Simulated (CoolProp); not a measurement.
A single-stage vapour-compression cycle with the fluid: evaporating at 329.15 K (dew point), condensing at 393.15 K (bubble point), superheat 2 K, subcooling 8 K, compressor efficiency 0.75, no pressure losses. The same conditions are run with several fluids, on thermodynamics alone (safety and materials aside).

Computed with CoolProp (reference Helmholtz-energy equation of state of each fluid (n-hexane: Thol 2019; R236EA: Rui 2013; methanol: de Reuck 1993; n-heptane: Span 2003; n-butane: Bücker 2006; ethanol: Schroeder 2014)).

Question: Rank n-hexane, R236EA, methanol, n-heptane, n-butane, ethanol by cooling COP, highest first.

Answer: ethanol (3.37), methanol (3.35), n-heptane (2.92), n-hexane (2.87), n-butane (2.46), R236EA (2.17)

| fluid | pressure ratio | discharge temperature (K) | refrigerating effect (kJ/kg) | volumetric capacity (kJ/m³) |
|---|---|---|---|---|
| n-hexane | 5.99 | 393.2 | 205 | 444 |
| R236EA | 4.39 | 393.1 | 59.7 | 2060 |
| methanol | 8.92 | 497.2 | 956 | 833 |
| n-heptane | 7.64 | 393.1 | 210 | 187 |
| n-butane | 3.83 | 393.1 | 169 | 2380 |
| ethanol | 11.0 | 459.0 | 718 | 476 |

The compression ends wet for: n-hexane; R236EA; n-heptane; n-butane.
